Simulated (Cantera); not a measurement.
Charge: 1 mol BN, 11 mol HF, 80 mol N2, 2.9 mol Cl2, held at 1848 K and 6.30 Pa.

Method: chemical equilibrium by Gibbs-energy minimisation in Cantera with the NASA 1993 tables (ideal gas, pure condensed phases). The tables' values for BF2 are old estimates; treat these amounts as uncertain. Equilibrium is a limit: real reactors are often held back by kinetics, nucleation or transport.

| species | before | after |
|---|---|---|
| N2 | 0.840 | 0.834 |
| HF | 0.0852 | 0.0844 |
| Cl | 0.0358 | 0.0427 |
| HCl | 0.0248 | 0.0257 |
| BF3 | 0.00886 | 0.00898 |
| H2 | 0.00123 | 0.000932 |
| BF | 0.000204 | 0.000159 |
| H | 0.00235 | 0.00204 |
| F | 3.42e-5 | 3.89e-5 |
| BF2 | 0.00137 | 0.00122 |
Gas species are given as mole fractions.

Q: What was changed between the two runs?
A. Cl2 from 2.9 to 3.3 mol
B. pressure from 6.30 Pa to 270 Pa
C. temperature from 1848 K to 1273 K
D. Cl2 from 2.9 to 2.1 mol

A: A, Cl2 from 2.9 to 3.3 mol
